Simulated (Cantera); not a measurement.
An isothermal, constant-pressure homogeneous reactor starts with 16.0 % H2, 84.0 % O2, equivalence ratio 0.095, at 1375 K and 17.3 Torr.

Cantera simulation using GRI-Mech 3.0 (53 species, 325 reactions); the numbers are that mechanism's predictions, not measurements. Radical loss at walls, strong at low pressure, is not modelled. The temperature is held fixed by assumption; the heat of reaction is taken as removed at once.

x: mole fraction; the columns are a selection and need not sum to one.

| t (s) | x H2 | x O2 | x H | x HO2 | x H2O |
|---|---|---|---|---|---|
| 0.000100 | 0.160 | 0.840 | 2.19e-6 | … | 3.75e-6 |
| 0.000193 | 0.159 | 0.840 | 8.76e-5 | … | 0.000166 |
| 0.000373 | 0.0685 | 0.782 | 0.0324 | … | 0.0662 |
| 0.000720 | 0.00676 | 0.734 | 0.0401 | 8.63e-6 | 0.126 |
| 0.00139 | 0.00628 | 0.741 | 0.0357 | 8.71e-6 | 0.130 |
| 0.00268 | 0.00556 | 0.754 | 0.0286 | 8.82e-6 | 0.137 |
| 0.00518 | 0.00434 | 0.772 | 0.0186 | 8.78e-6 | 0.147 |
| 0.0100 | 0.00266 | 0.795 | 0.00840 | 8.11e-6 | 0.158 |
| 0.0193 | 0.00116 | 0.812 | 0.00231 | … | 0.166 |
| 0.0373 | 0.000375 | 0.821 | 0.000418 | … | 0.171 |
| 0.0720 | 0.000109 | 0.825 | 6.50e-5 | … | 0.172 |
| 0.139 | 3.28e-5 | 0.826 | 1.08e-5 | … | 0.173 |
| 0.268 | 1.10e-5 | 0.826 | 2.11e-6 | … | 0.173 |
| 0.518 | 4.11e-6 | 0.826 | 4.83e-7 | … | 0.173 |
| 1.00 | 1.70e-6 | 0.826 | 1.29e-7 | … | 0.173 |

**Question.** Some entries are withheld; supply them.

**Answer.** 
- 0.000100, x HO2: 3.84e-7
- 0.000193, x HO2: 9.19e-7
- 0.000373, x HO2: 7.06e-6
- 0.0193, x HO2: 6.19e-6
- 0.0373, x HO2: 3.49e-6
- 0.0720, x HO2: 1.50e-6
- 0.139, x HO2: 5.83e-7
- 0.268, x HO2: 2.40e-7
- 0.518, x HO2: 1.21e-7
- 1.00, x HO2: 8.73e-8
